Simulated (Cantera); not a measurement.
A closed system holds: 1 mol HMDSO, 29 mol CO₂, 1.4 mol N₂, 7.3 mol NO, held at 10.0 Torr.

Equilibrium computed with Cantera from the NASA thermochemical tables; the gas is ideal and each condensed phase is pure. Candidate condensed phases: C, C₆H₆, C₇H₈, C₈H₁₈, H₂O, Si, SiC, SiO₂, Si₂N₂O, Si₃N₄; 151 gas species. The feed counts by its element totals alone. The tables hold silica as quartz up to 1696 K and as liquid above; real silica turns to tridymite and cristobalite and melts near 1996 K. Kinetics and transport are ignored. All values below are at 1398 K.

Base state: CO₂ 0.418, CO 0.295, H₂O 0.138, N₂ 0.103, H₂ 0.0452 (mole fractions); condensed: SiO₂(β-quartz).

Problem. What changes in the equilibrium state with this change: NO from 7.3 to 0.64 mol?

Solution. 
| species | before | after |
|---|---|---|
| CO | 0.295 | 0.436 |
| CO₂ | 0.418 | 0.329 |
| H₂O | 0.138 | 0.122 |
| N₂ | 0.103 | 0.0376 |
| H₂ | 0.0452 | 0.0748 |
| H | 8.71e-6 | 1.12e-5 |
| SiO₂(β-quartz), mol | 2.00 | 2.00 |

Problem. What changes in the equilibrium state with this change: HMDSO replaced by Si₂H₆?

Solution. 
```csv
species,before,after
CO₂,0.418,0.779
N₂,0.103,0.136
H₂O,0.138,0.0806
CO,0.295,0.000100
H₂,0.0452,4.80e-6
O₂,<1e-9,0.00406
NO,6.57e-9,4.13e-5
OH,5.26e-7,2.97e-5
"SiO₂(β-quartz), mol",2.00,2.00
```
